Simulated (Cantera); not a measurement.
Input (Python, Cantera) and output of one run.

```python
import numpy as np
import cantera as ct

gas_names = """
    H HO2 H2 H2O H2O2 O OH O2 O3 Pb PbO Pb2
""".split()
cond_names = """
    H2O(s) H2O(L) Pb(cr) Pb(L) PbO(rd) PbO(yw) PbO(L) PbO2(s) Pb3O4(s)
""".split()


# ... load() reads the species with a 1 bar reference pressure and builds the phases ...
atoms = {
    'PbO': {'Pb': 1, 'O': 1},
    'O2': {'O': 2},
    'H2': {'H': 2},
}
top_T = {'Pb3O4(s)': 820}  # K; cautious upper limits of use, not melting points


# ... equilibrate(T, P, feed) seeds the gas with the atoms and calls Mixture.equilibrate('TP', solver="vcs", rtol=1e-11, max_steps=5000) ...
results = []
feed = {'PbO': 1, 'O2': 0.19, 'H2': 0.22}  # mol
T = 648  # K
P = 120  # Pa
mix = equilibrate(T, P, feed)
results.append((T, P, feed, dict(zip(mix.species_names, mix.species_moles))))
x = sorted(zip(gas.X, gas.species_names), reverse=True)
print(f"T = {T:g} K  P = {P:g} Pa  gas = {mix.phase_moles(0):.4g} mol")
print("   x: " + "  ".join(f"{s} {v:.3e}" for v, s in x if v > 1e-05))
print("   condensed (mol): " + ("  ".join(f"{mix.phase(i).name} {mix.phase_moles(i):.4g}"
      for i in range(1, mix.n_phases) if mix.phase_moles(i) > 1e-12) or "none"))
```

It prints:

```
T = 648 K  P = 120 Pa  gas = 0.3 mol
   x: H2O 7.333e-01  O2 2.667e-01
   condensed (mol): PbO(rd) 1
```

Cantera equilibrium calculation (NASA polynomials, part measured and part estimated; ideal gas, pure solids and liquids).
